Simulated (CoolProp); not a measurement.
p-xylene along the isotherm 594.9 K: fugacity coefficient from the reference equation and from simpler models built on Tc = 616.2 K, pc = 35.32 bar, ω = 0.324; each cubic takes its own stable root.

Computed with CoolProp (reference Helmholtz-energy equation of state, Zhou 2012).

```
p (bar)   phase  reference  van der Waals  Redlich-Kwong  Soave-Redlich-Kwong
-------  ------  ---------  -------------  -------------  -------------------
35.3     liquid     0.5458         0.6413         0.5930               0.5746
70.6     liquid     0.3151         0.4029         0.3552               0.3426
106      liquid     0.2402         0.3295         0.2780               0.2675
141      liquid     0.2054         0.3002         0.2427               0.2332
177      liquid     0.1860         0.2893         0.2240               0.2150
212      liquid     0.1755         0.2891         0.2148               0.2059
247      liquid     0.1698         0.2958         0.2109               0.2020
283      liquid     0.1672         0.3083         0.2107               0.2017
318      liquid     0.1672         0.3251         0.2133               0.2040
353      liquid     0.1689         0.3463         0.2181               0.2085
```
